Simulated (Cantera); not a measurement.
Charge: 1 mol MgO, 0.21 mol SO3, 2 mol H2O, 0.084 mol H2S, held at 452 °C and 0.390 bar.

Equilibrium computed with Cantera from the NASA thermochemical tables; the gas is ideal and each condensed phase is pure. Gases not in the tables: S3 to S7. Equilibrium is a limit: real reactors are often held back by kinetics, nucleation or transport.

```tsv
species	before	after
H2O	0.935	0.652
SO3	<1e-9	0.223
SO2	0.0360	0.109
H2S	0.0280	<1e-9
H2SO4	<1e-9	0.0161
S2	0.00110	<1e-9
O2	<1e-9	0.000425
H2	0.000169	<1e-9
S2O	6.35e-5	<1e-9
MgO(s), mol	0.850	0
MgSO4(s), mol	0.150	1.00
```
Gas species are given as mole fractions.

Which change was made?
A) temperature from 452 °C to 327 °C
B) SO3 from 0.21 to 2 mol
C) pressure from 0.390 bar to 0.133 bar
D) 0.21 mol H2 added

B, SO3 from 0.21 to 2 mol
